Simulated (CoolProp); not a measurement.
Sulfur hexafluoride along the isotherm 263.1 K: density (kg/m³) from the reference equation and from simpler models built on Tc = 318.7 K, pc = 3.755 MPa, ω = 0.210; each cubic takes its own stable root.

Values from CoolProp's reference Helmholtz-energy equation of state, Guder 2009.

```
p (MPa)   phase  reference  van der Waals  Redlich-Kwong  Soave-Redlich-Kwong  Peng-Robinson
-------  ------  ---------  -------------  -------------  -------------------  -------------
0.188       gas      12.97          12.86          12.94                12.96          12.99
0.375       gas      26.81              …          26.67                26.78              …
0.563       gas      41.91              …              …                41.80          42.11
0.751       gas      58.54          55.91          57.66                58.23          58.84
1.13     liquid       1628          90.41              …                 1509           1713
1.31     liquid       1630          109.2           1450                 1513           1717
1.5      liquid       1633          131.5           1455                 1517           1721
1.69     liquid       1635           1034           1460                 1521           1725
1.88     liquid       1637           1040           1465                 1525           1729
```

Q: What belongs in the gaps?

A: 
- 0.375, van der Waals: 26.32
- 0.375, Peng-Robinson: 26.91
- 0.563, van der Waals: 40.65
- 0.563, Redlich-Kwong: 41.52
- 1.13, Redlich-Kwong: 95.71

At some of these states van der Waals, Redlich-Kwong gives the other phase, because its saturation line lies elsewhere.
